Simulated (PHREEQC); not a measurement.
Consider water at 44 °C with 0.0068 mol/kgw NiSO4, 0.0018 mol/kgw H3AsO4 and 0.0063 mol/kgw H2SO4. Closed to the air; pH follows from the charge balance.

All values are PHREEQC results (ion-association model, wateq4f.dat), not measurements.

```
quantity                    before     after
------------------------  --------  --------
pH                            2.12      2.05
ionic strength (mol/kgw)    0.0299    0.0150
HSO4- (mol/kgw)            0.00462   0.00329
H3AsO4 (mol/kgw)           0.00108   0.00117
H2AsO4- (mol/kgw)         0.000719  0.000632
```

Problem. What was changed between the two runs?
(A) temperature from 44 to 45 °C
(B) NiSO4 replaced by Cs2SO4 at the same molality
(C) NiSO4 from 0.0068 to 0.00068 mol/kgw
(D) temperature from 44 to 80 °C
(E) H2SO4 from 0.0063 to 0.00315 mol/kgw

Solution. C, NiSO4 from 0.0068 to 0.00068 mol/kgw

No solid was allowed to form. Constants without temperature data keep their 25 °C values here. The database has no arsenate complexes of Ni.
